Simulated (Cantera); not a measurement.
A closed system holds: 1 mol TiO2, a varied amount of CH4, 16 mol H2, held at 1023.15 K and 0.00660 bar.

Points: n(CH4) (mol) = 0.44, 0.65, 0.95, 1.4, 2, 3, 4.4.

Cantera's Mixture.equilibrate('TP', solver="vcs", rtol=1e-11, max_steps=5000) on the NASA tables stopped like this:

```
ERROR: FAILURE its = 5001!

*******************************************************************************
CanteraError thrown by MultiPhase::equilibrate:
VCS solver failed. Return code: -1
*******************************************************************************
```

Problem. What got this run through?

Solution. Several could match; the one computed here: The failure is numerical, not chemical. The same input converged with solver="gibbs", rtol=1e-10, max_steps=50000, and the result passed a check of the equilibrium conditions:
```
log10 of partial pressures in bar; condensed amounts in mol
    n(CH4)        H2        CO     C(gr)  Ti4O7(s)
      0.44    -2.187    -4.017    0.1822      0.25
      0.65    -2.187    -4.027     0.392      0.25
      0.95    -2.187    -4.042    0.6917      0.25
       1.4    -2.186    -4.063     1.141      0.25
         2    -2.186    -4.090     1.741      0.25
         3    -2.186    -4.130      2.74      0.25
       4.4    -2.185    -4.182     4.138      0.25
```

The gas is ideal and each condensed phase is pure. Condensed phases not in the tables: Magnéli phases beyond Ti4O7.
